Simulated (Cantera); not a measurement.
A Cantera script and what it prints.

```python
import numpy as np
import cantera as ct

gas_names = """
    B BH BH2 BH3 BN BO BO2 B2 B2O B2O2 B2O3 B3O3H3 H HBO HBO2 HNO HNO2 HNO3 HO2 H2 H2O H2O2 H3B3O6 N NH
    NH2 NH3 NH2OH NO NO2 NO3 N2 N2H2 N2H4 N2O O OH O2 O3
""".split()
cond_names = """
    B(b) B(L) BN(s) B2O3(L) B3O3H3(cr) H2O(s) H2O(L)
""".split()


# ... load() reads the species with a 1 bar reference pressure and builds the phases ...
atoms = {
    'BN': {'B': 1, 'N': 1},
    'H2O': {'H': 2, 'O': 1},
    'H2': {'H': 2},
}
top_T = {'BN(s)': 3200}  # K; cautious upper limits of use, not melting points


# ... equilibrate(T, P, feed) seeds the gas with the atoms and calls Mixture.equilibrate('TP', solver="vcs", rtol=1e-11, max_steps=5000) ...
results = []
feed = {'BN': 1, 'H2O': 2.6, 'H2': 6.2}  # mol
T = 1575  # K
P = 25  # Pa
mix = equilibrate(T, P, feed)
results.append((T, P, feed, dict(zip(mix.species_names, mix.species_moles))))
print(gas.report(threshold=0.0001))
for i in range(1, mix.n_phases):
    print(f"{mix.phase(i).name:16s} {mix.phase_moles(i):12.5e} mol")
```

Output:

```
       temperature   1575 K
          pressure   25 Pa
           density   1.6374e-05 kg/m^3
  mean mol. weight   8.5769 kg/kmol
   phase of matter   gas

                          1 kg             1 kmol
                     ---------------   ---------------
          enthalpy       -3.1632e+06        -2.713e+07  J
   internal energy         -4.69e+06       -4.0226e+07  J
           entropy             32601        2.7962e+05  J/K
    Gibbs function        -5.451e+07       -4.6753e+08  J
 heat capacity c_p            4418.3             37895  J/K
 heat capacity c_v            3448.9             29581  J/K

                      mass frac. Y      mole frac. X     chem. pot. / RT
                     ---------------   ---------------   ---------------
              B2O3          0.043856         0.0054031           -119.94
                 H        0.00027328         0.0023253           -13.643
               HBO         0.0028815        0.00088846            -59.29
              HBO2           0.46047          0.090137           -87.934
                H2           0.18397           0.78269           -27.285
               H2O            0.1418          0.067509            -55.93
                N2           0.16644          0.050959           -37.434
     [  +32 minor]         0.0003066        8.7425e-05

B(b)              0.00000e+00 mol
BN(s)             0.00000e+00 mol
B2O3(L)           0.00000e+00 mol
B3O3H3(cr)        0.00000e+00 mol
```

Cantera equilibrium calculation (NASA polynomials, part measured and part estimated; ideal gas, pure solids and liquids).
